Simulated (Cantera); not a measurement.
# Thermodynamics of carbon deposition, reforming and gasification, feed C2H4 + H2

A closed system holds: 1 mol C2H4, 33 mol H2, held at 1000 Pa.

Equilibrium computed with Cantera from the NASA thermochemical tables; the gas is ideal and each condensed phase is pure. Candidate condensed phases: C, C6H6, C7H8, C8H18; 76 gas species. Kinetics and transport are ignored.

From 1975 K to 2475 K the condensed part is C(graphite). The main C-bearing gas is C2H2 (acetylene) throughout. The share of C in condensed phases is highest at 1975 K (97.7 %) and lowest at 2475 K (69.0 %).

```json
[
 {"T (K)": "1975", "log p H2": "-2.01", "log p H": "-3.87", "log p C2H2 (acetylene)": "-5.19", "log p C2H": "-8.82", "log p C3": "-10.83", "log p C4H2": "-8.78", "log p C": "-10.75", "n C(graphite)": "1.95"},
 {"T (K)": "2025", "log p H2": "-2.01", "log p H": "-3.72", "log p C2H2 (acetylene)": "-5.05", "log p C2H": "-8.45", "log p C3": "-10.29", "log p C4H2": "-8.49", "log p C": "-10.29", "n C(graphite)": "1.94"},
 {"T (K)": "2075", "log p H2": "-2.01", "log p H": "-3.58", "log p C2H2 (acetylene)": "-4.92", "log p C2H": "-8.11", "log p C3": "-9.78", "log p C4H2": "-8.22", "log p C": "-9.84", "n C(graphite)": "1.91"},
 {"T (K)": "2125", "log p H2": "-2.02", "log p H": "-3.45", "log p C2H2 (acetylene)": "-4.79", "log p C2H": "-7.78", "log p C3": "-9.30", "log p C4H2": "-7.96", "log p C": "-9.42", "n C(graphite)": "1.88"},
 {"T (K)": "2175", "log p H2": "-2.02", "log p H": "-3.32", "log p C2H2 (acetylene)": "-4.67", "log p C2H": "-7.46", "log p C3": "-8.84", "log p C4H2": "-7.72", "log p C": "-9.01", "n C(graphite)": "1.85"},
 {"T (K)": "2225", "log p H2": "-2.03", "log p H": "-3.20", "log p C2H2 (acetylene)": "-4.56", "log p C2H": "-7.17", "log p C3": "-8.40", "log p C4H2": "-7.48", "log p C": "-8.63", "n C(graphite)": "1.80"},
 {"T (K)": "2275", "log p H2": "-2.04", "log p H": "-3.09", "log p C2H2 (acetylene)": "-4.46", "log p C2H": "-6.88", "log p C3": "-7.98", "log p C4H2": "-7.27", "log p C": "-8.26", "n C(graphite)": "1.74"},
 {"T (K)": "2325", "log p H2": "-2.05", "log p H": "-2.98", "log p C2H2 (acetylene)": "-4.36", "log p C2H": "-6.61", "log p C3": "-7.58", "log p C4H2": "-7.06", "log p C": "-7.90", "n C(graphite)": "1.67"},
 {"T (K)": "2375", "log p H2": "-2.06", "log p H": "-2.88", "log p C2H2 (acetylene)": "-4.27", "log p C2H": "-6.35", "log p C3": "-7.19", "log p C4H2": "-6.86", "log p C": "-7.56", "n C(graphite)": "1.59"},
 {"T (K)": "2425", "log p H2": "-2.08", "log p H": "-2.79", "log p C2H2 (acetylene)": "-4.19", "log p C2H": "-6.11", "log p C3": "-6.83", "log p C4H2": "-6.68", "log p C": "-7.24", "n C(graphite)": "1.49"},
 {"T (K)": "2475", "log p H2": "-2.10", "log p H": "-2.70", "log p C2H2 (acetylene)": "-4.11", "log p C2H": "-5.88", "log p C3": "-6.47", "log p C4H2": "-6.51", "log p C": "-6.93", "n C(graphite)": "1.38"}
]
```
log p: log10 of the partial pressure in bar; n: condensed amount in mol.
